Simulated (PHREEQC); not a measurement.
Solution (20 °C): 0.012 mol CdCl2 and 0.029 mol H2SO4 per kg of water. Closed to the air; pH follows from the charge balance.

Equilibrium calculation in PHREEQC: ion-association model, phreeqc.dat.

No solid was allowed to form.

Question: Order these Cl species by the share of Cl that they hold, largest first: CdCl+, Cl-, CdCl2.

Answer: Cl- (82 %), CdCl+ (16 %), CdCl2 (1.6 %)

Question: Order these S species by the share of S that they hold, largest first: HSO4-, SO4-2, CdSO4, Cd(SO4)2-2.

Answer: HSO4- (55 %), SO4-2 (34 %), CdSO4 (8.4 %), Cd(SO4)2-2 (2.0 %)

The pH is 1.45 and the ionic strength 0.0717 mol/kgw.
